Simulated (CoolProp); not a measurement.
Vapour-liquid equilibrium of methanol (1) + water (2) at 1.7 MPa; x and y are mole fractions of (1).

Values from CoolProp's multi-fluid Helmholtz-energy mixture model, de Reuck 1993 and Wagner 2002; pair parameters Bell 2016.

| x | bubble temperature (K) | y at the bubble point | dew temperature at overall composition x (K) | liquid density (mol/L) |
|---|---|---|---|---|
| 0.05 | 472.9 | 0.125 | 475.7 | 45.30 |
| 0.15 | 465.1 | 0.316 | 471.9 | 40.95 |
| 0.25 | 458.7 | 0.459 | 467.9 | 37.16 |
| 0.35 | 453.4 | 0.569 | 463.6 | 33.83 |
| 0.45 | 448.9 | 0.658 | 459.1 | 30.91 |
| 0.55 | 445.0 | 0.733 | 454.3 | 28.32 |
| 0.65 | 441.6 | 0.798 | 449.3 | 26.03 |
| 0.75 | 438.5 | 0.859 | 444.1 | 23.98 |
| 0.85 | 435.6 | 0.916 | 438.9 | 22.15 |
| 0.95 | 432.9 | 0.972 | 434.0 | 20.51 |

No azeotrope shows between x = 0.05 and 0.95.

Pair parameters are fitted to limited data, so mixtures are less certain than the pure fluids.
